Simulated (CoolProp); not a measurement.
Vapour-liquid equilibrium of R143a (1) + propane (2) at 313 kPa; x and y are mole fractions of (1).

The numbers come from the multi-fluid Helmholtz-energy mixture model, Lemmon and Jacobsen 2000 and Lemmon 2009; pair parameters Bell 2016 in CoolProp.

| x | bubble temperature (K) | y at the bubble point | dew temperature at overall composition x (K) | liquid density (mol/L) |
|---|---|---|---|---|
| 0.05 | 255.7 | … | 258.9 | … |
| 0.2 | 249.5 | 0.401 | 255.0 | 12.53 |
| 0.35 | 247.6 | 0.490 | 250.9 | 12.55 |
| 0.5 | 246.9 | 0.547 | 247.4 | 12.60 |
| 0.65 | 246.9 | 0.608 | 247.3 | 12.69 |
| 0.8 | 247.9 | 0.704 | 249.4 | … |
| 0.95 | 251.0 | 0.894 | 252.0 | 12.94 |

Problem. Fill in the missing entries.

Solution. 
- 0.05, y at the bubble point: 0.173
- 0.05, liquid density (mol/L): 12.45
- 0.8, liquid density (mol/L): 12.82

y crosses x between x = 0.5 and 0.65: the model has an azeotrope there.

The pair parameters rest on a limited set of measurements; away from them the model extrapolates.
